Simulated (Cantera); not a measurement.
A closed system holds: 1 mol B₂H₆, 1 mol NH₃, equilibrated at 1975 K and 47000 Pa.

Equilibrium computed with Cantera from the NASA thermochemical tables; the gas is ideal and each condensed phase is pure. Candidate condensed phases: B, BN; 15 gas species. The feed counts by its element totals alone. Mutual solubility and eutectic melting of coexisting phases are not modelled. The tables' values for BH₂ are old estimates; treat these amounts as uncertain. Gases not in the tables: B₂H₆ and higher boranes. Rates play no part.

Base state: H₂ 0.997, H 0.00199, BH₂ 0.000404, N₂ 0.000172, BH₃ 2.29e-5 (mole fractions); condensed: B(s) + BN(s).

Problem. What changes in the equilibrium state with this change: temperature from 1975 K to 1648 K?

Solution. 
```tsv
species	before	after
H₂	0.997	1.000
H	0.00199	0.000130
BH₂	0.000404	3.97e-5
N₂	0.000172	4.21e-7
BH₃	2.29e-5	7.99e-6
B(s), mol	1.000	1.000
BN(s), mol	0.998	1.000
```
